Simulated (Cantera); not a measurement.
Standard-state values (1 bar) from the NASA 1993 polynomials, evaluated with Cantera. Values are per mole of reaction as written; species without (g) are pure solids or liquids, kept so even where they would boil at 1 bar.

6 Cr + 2 N2O(g) → NO2(g) + 3 Cr2N

| T (K) | ΔH° (kJ) | ΔS° (J/K) | ΔG° (kJ) | log10 K |
|---|---|---|---|---|
| 300 | -505.6 | -146.7 | -461.6 | 80.36 |
| 1075 | -488.1 | -118.2 | -361.0 | 17.54 |
| 1150 | ? | ? | ? | ? |
| 1225 | -485.2 | -115.8 | -343.4 | 14.64 |
| 1300 | -484.1 | -114.9 | -334.8 | 13.45 |
| 1375 | -483.2 | -114.2 | -326.2 | 12.39 |
| 1450 | ? | ? | ? | ? |
| 1525 | -482.3 | -113.5 | -309.1 | 10.59 |

Fill in the missing entries.


- 1150, ΔH° (kJ): -486.6
- 1150, ΔS° (J/K): -116.9
- 1150, ΔG° (kJ): -352.2
- 1150, log10 K: 16.00
- 1450, ΔH° (kJ): -482.6
- 1450, ΔS° (J/K): -113.8
- 1450, ΔG° (kJ): -317.7
- 1450, log10 K: 11.44
